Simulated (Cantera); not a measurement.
Charge: 1 mol Si, 1.4 mol F2, 9.9 mol HCl, at 1498.15 K and 0.100 bar.

Cantera equilibrium calculation (NASA polynomials, part measured and part estimated; ideal gas, pure solids and liquids). Candidate condensed phases: Si; 37 gas species. The tables' values for SiCl3, SiF3, SiF2 are old estimates; treat these amounts as uncertain. Rates play no part.

Base state: HCl 0.838, SiF4 0.0639, H2 0.0546, SiCl4 0.0271, HF 0.0108, SiCl3 0.00297, SiF3 0.00138, SiCl2 0.00104 (mole fractions); condensed: gas only.

### Question
What changes in the equilibrium state with this change: temperature from 1498.15 K to 1423 K?

### Answer
```tsv
species	before	after
HCl	0.838	0.838
SiF4	0.0639	0.0652
H2	0.0546	0.0565
HF	0.0108	0.00833
SiCl4	0.0271	0.0289
SiF2	1.70e-5	4.17e-6
SiCl2	0.00104	0.000333
Cl	0.000157	6.07e-5
H	1.27e-5	4.99e-6
SiF3	0.00138	0.000644
```
The tables' values for SiCl3, SiF3 are old estimates; treat these amounts as uncertain.
